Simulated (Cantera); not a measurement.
Input: 1 mol FeS, 2300 mol H2, at 1998 K and 40.0 mbar.

These are equilibrium values from Cantera (NASA tables, ideal gas, pure condensed phases), not measurements of a reactor. Candidate condensed phases: Fe, FeS, FeS2, S; 8 gas species. The numbers say what is thermodynamically allowed, not how fast it happens.

Base state: H2 0.991, H 0.00799, Fe 0.000433, H2S 0.000244, SH 0.000147, S 3.26e-5 (mole fractions); condensed: gas only.

Task: What changes in the equilibrium state with this change: temperature from 1998 K to 1398.15 K?

Result: 
```tsv
species	before	after
H2	0.991	1.000
H2S	0.000244	0.000431
H	0.00799	2.37e-5
Fe	0.000433	3.66e-7
S	3.26e-5	2.00e-8
SH	0.000147	3.67e-6
Fe(γ), mol	0	0.999
```

Task: What changes in the equilibrium state with this change: FeS replaced by Fe3O4?

Result: 
```csv
species,before,after
H2,0.991,0.989
H,0.00799,0.00798
H2O,0,0.00173
Fe,0.000433,0.00130
H2S,0.000244,0
SH,0.000147,0
S,3.26e-5,0
```
Further candidate phases: FeO, Fe(OH)2, Fe(OH)3, Fe2O3, Fe3O4, H2O.

Task: What changes in the equilibrium state with this change: H2 from 2300 to 38 mol?

Result: 
| species | before | after |
|---|---|---|
| H2 | 0.991 | 0.963 |
| Fe | 0.000433 | 0.00891 |
| H2S | 0.000244 | 0.00846 |
| S2 | 4.31e-6 | 0.00547 |
| S | 3.26e-5 | 0.00116 |
| Fe(l), mol | 0 | 0.654 |
